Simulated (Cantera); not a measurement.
Input (Python, Cantera) and output of one run.

```python
import numpy as np
import cantera as ct

gas_names = [...]  # 123 gases of nasa_gas.yaml made of C, H, O, S
cond_names = """
    C(gr) C6H6(L) C7H8(L) C8H18(L),n-octa H2O(s) H2O(L) H2SO4(L) S(cr1) S(cr2) S(L)
""".split()


# ... load() reads the species with a 1 bar reference pressure and builds the phases ...
atoms = {
    'CS2': {'C': 1, 'S': 2},
    'O2': {'O': 2},
    'H2': {'H': 2},
}
top_T = {'C(gr)': 4500}  # K; cautious upper limits of use, not melting points


# ... equilibrate(T, P, feed) seeds the gas with the atoms and calls Mixture.equilibrate('TP', solver="gibbs", rtol=1e-10, max_steps=50000) ...
results = []
feed = {'CS2': 1, 'O2': 0.56, 'H2': 3.7}  # mol
P = 7300  # Pa
for T in [523, 573, 623, 673, 723, 773, 823, 873, 923, 973, 1023, 1073, 1123, 1173]:
    mix = equilibrate(T, P, feed)
    results.append((T, P, feed, dict(zip(mix.species_names, mix.species_moles))))

top = {s: max(r[3][s] / sum(r[3][g] for g in gas_names) for r in results) for s in gas_names}
cols = sorted((s for s in top if top[s] > 0.0001), key=lambda s: -top[s])[:6]
seen = [c for c in cond_names if any(r[3].get(c, 0) > 1e-12 for r in results)]
print("log10 of partial pressures in bar; condensed amounts in mol")
print(f"{'T/K':>10s}" + "".join(f"{s[:9]:>10s}" for s in cols + seen))
for T, P, feed, n in results:
    ng = sum(n[g] for g in gas_names)
    print(f"{T:10.4g}" + "".join(f"{np.log10(max(n[s] / ng * P / 1e5, 1e-99)):10.3f}" for s in cols)
          + "".join(f"{n.get(c, 0):10.4g}" for c in seen))
```

Result:

```
log10 of partial pressures in bar; condensed amounts in mol
       T/K       H2S        H2       H2O        CO       CH4       CO2     C(gr)
       523    -1.377    -2.562    -1.769    -5.237    -2.098    -2.489    0.4656
       573    -1.386    -2.236    -1.817    -4.442    -2.158    -2.412    0.4712
       623    -1.401    -1.991    -1.887    -3.773    -2.274    -2.342     0.494
       673    -1.419    -1.819    -1.987    -3.204    -2.454    -2.284    0.5081
       723    -1.439    -1.708    -2.125    -2.728    -2.689    -2.261    0.4786
       773    -1.461    -1.643    -2.311    -2.347    -2.960    -2.306    0.3813
       823    -1.485    -1.609    -2.558    -2.071    -3.247    -2.462    0.2212
       873    -1.507    -1.593    -2.870    -1.906    -3.533    -2.757     0.055
       923    -1.516    -1.585    -3.015    -1.859    -4.044    -2.978         0
       973    -1.518    -1.584    -2.981    -1.853    -4.722    -3.042         0
      1023    -1.521    -1.583    -2.943    -1.851    -5.344    -3.095         0
      1073    -1.528    -1.579    -2.911    -1.849    -5.900    -3.146         0
      1123    -1.541    -1.571    -2.885    -1.848    -6.389    -3.200         0
      1173    -1.564    -1.557    -2.864    -1.848    -6.815    -3.261         0
```

Equilibrium computed with Cantera from the NASA thermochemical tables; the gas is ideal and each condensed phase is pure. Gases not in the tables: S3 to S7.
